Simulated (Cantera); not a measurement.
Moist CO burnout

An isothermal, constant-pressure homogeneous reactor starts with 2.51 % CO, 5.11 % O2, 2.78 % H2O, 89.6 % N2, equivalence ratio 0.25, at 1150 K and 1.00 bar.

Cantera simulation using GRI-Mech 3.0 (53 species, 325 reactions); the numbers are that mechanism's predictions, not measurements.

```csv
t (s),x CO,x O2,x H2O,x CO2,x H,x OH,x O
0.000100,0.0251,0.0511,0.0278,3.95e-9,2.39e-10,4.31e-10,2.84e-9
0.000209,0.0251,0.0511,0.0278,1.47e-8,9.90e-10,1.66e-9,8.18e-9
0.000436,0.0251,0.0511,0.0278,1.05e-7,6.50e-9,1.07e-8,4.56e-8
0.000911,0.0251,0.0511,0.0278,3.30e-6,1.91e-7,3.14e-7,1.27e-6
0.00190,0.0235,0.0502,0.0276,0.00163,7.31e-5,8.83e-5,0.000275
0.00397,0.0115,0.0445,0.0277,0.0137,6.73e-5,0.000113,0.000223
0.00829,0.00407,0.0409,0.0280,0.0213,1.55e-5,6.79e-5,7.44e-5
0.0173,0.00118,0.0396,0.0281,0.0242,2.59e-6,3.79e-5,2.00e-5
0.0362,0.000284,0.0391,0.0281,0.0251,3.46e-7,2.07e-5,4.60e-6
0.0755,5.82e-5,0.0390,0.0281,0.0253,3.78e-8,1.08e-5,9.62e-7
0.158,1.08e-5,0.0390,0.0281,0.0254,3.75e-9,5.40e-6,2.04e-7
0.329,1.86e-6,0.0390,0.0281,0.0254,3.85e-10,2.73e-6,4.81e-8
0.688,2.80e-7,0.0390,0.0281,0.0254,4.61e-11,1.46e-6,1.34e-8
1.44,3.08e-8,0.0390,0.0281,0.0254,8.21e-12,8.84e-7,4.87e-9
3.00,2.26e-9,0.0390,0.0281,0.0254,3.28e-12,6.54e-7,2.67e-9
```
x: mole fraction; the columns are a selection and need not sum to one.

Equilibrium at this temperature and pressure: CO 6.61e-10, O2 0.0390, H2O 0.0281, CO2 0.0254, H 1.86e-12, OH 5.15e-7, O 1.65e-9 (gas phase only).
